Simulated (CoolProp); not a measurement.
A closed Brayton cycle with dry air: compressor inlet 311.15 K and 5.3 MPa, high pressure 14 MPa, turbine inlet 755 K, compressor efficiency 0.89, turbine efficiency 0.85, recuperator effectiveness 0.9 (on enthalpy, no pinch check). Each further row changes one setting.

The numbers come from the reference Helmholtz-energy equation of state, Lemmon 2000 in CoolProp. It is a pseudo-pure fit of the blend.

```tsv
case	thermal efficiency (%)	net work (kJ/kg)	compressor to turbine work	compressor exit (K)	turbine exit (K)
as stated	___	48.1	0.70	424.5	607.2
turbine inlet 705 K	21.6	37.2	0.76	424.5	565.5
compressor inlet 321.15 K	___	___	0.73	437.9	607.2
high pressure 11.9 MPa	27.1	45.4	0.67	___	___
recuperator effectiveness 0.5	18.2	48.1	0.70	424.5	607.2
```

What belongs in the gaps?


- as stated, thermal efficiency (%): 25.6
- compressor inlet 321.15 K, thermal efficiency (%): 23.8
- compressor inlet 321.15 K, net work (kJ/kg): 44.2
- high pressure 11.9 MPa, compressor exit (K): 403.4
- high pressure 11.9 MPa, turbine exit (K): 629.7
